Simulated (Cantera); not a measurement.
A perfectly stirred reactor is fed with CH₄ : O₂ : N₂ = 0.0061 : 0.0067 : 1 (molar parts), at 610000 Pa; it is held at 1500 K, and followed from long to short residence time.

Computed with Cantera and GRI-Mech 3.0 (53 species, 325 reactions).

Question: What does this change do: temperature 1500 to 948 K?

Answer: 
```tsv
quantity	before	after
x(CH₄) at τ = 8.60 s	0.000840	0.00233
x(O₂) at τ = 8.60 s	3.91e-5	0.00131
x(H₂) at τ = 8.60 s	0.00320	0.00129
x(H₂O₂) at τ = 8.60 s	1.60e-11	5.40e-7
x(N₂O) at τ = 8.60 s	3.03e-10	8.27e-9
x(CH₄) at τ = 67.0 ms	0.00144	0.00602
x(O₂) at τ = 67.0 ms	0.00105	0.00662
x(H₂) at τ = 67.0 ms	0.00225	2.69e-10
x(H₂O₂) at τ = 67.0 ms	6.98e-10	7.79e-11
x(N₂O) at τ = 67.0 ms	1.58e-8	<1e-12
```

Question: What does this change do: CH4 0.0061 to 0.011 parts?

Answer: 
```
quantity                  before     after
----------------------  --------  --------
x(CH₄) at τ = 8.60 s    0.000840   0.00202
x(O₂) at τ = 8.60 s      3.91e-5   2.47e-5
x(H₂) at τ = 8.60 s      0.00320   0.00941
x(H₂O₂) at τ = 8.60 s   1.60e-11  2.35e-11
x(N₂O) at τ = 8.60 s    3.03e-10  1.24e-10
x(CH₄) at τ = 67.0 ms    0.00144   0.00486
x(O₂) at τ = 67.0 ms     0.00105   0.00131
x(H₂) at τ = 67.0 ms     0.00225   0.00441
x(H₂O₂) at τ = 67.0 ms  6.98e-10  9.93e-10
x(N₂O) at τ = 67.0 ms    1.58e-8   7.55e-9
```
